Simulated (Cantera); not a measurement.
Charge: 1 mol Fe, 0.18 mol CO2, 59 mol CO, equilibrated at 1848 K.

Cantera equilibrium calculation (NASA polynomials, part measured and part estimated; ideal gas, pure solids and liquids). Candidate condensed phases: C, Fe, Fe(CO)5, FeO, Fe2O3, Fe3O4; 15 gas species. The numbers say what is thermodynamically allowed, not how fast it happens.

Task: What share of the Fe ends up in condensed phases as a function of P (Pa), at 10, 48, 230, 1100, 5500, 26000, 130000, 620000, 3000000?

Result: 
```
P (Pa)   Fe condensed (%)     as
-------  ----------------  -----
10                    0.0      -
48                    0.0      -
230                   0.0      -
1100                 69.2  Fe(l)
5500                 93.9  Fe(l)
26000                98.7  Fe(l)
130000               99.7  Fe(l)
620000               99.9  Fe(l)
3000000             100.0  Fe(l)
```
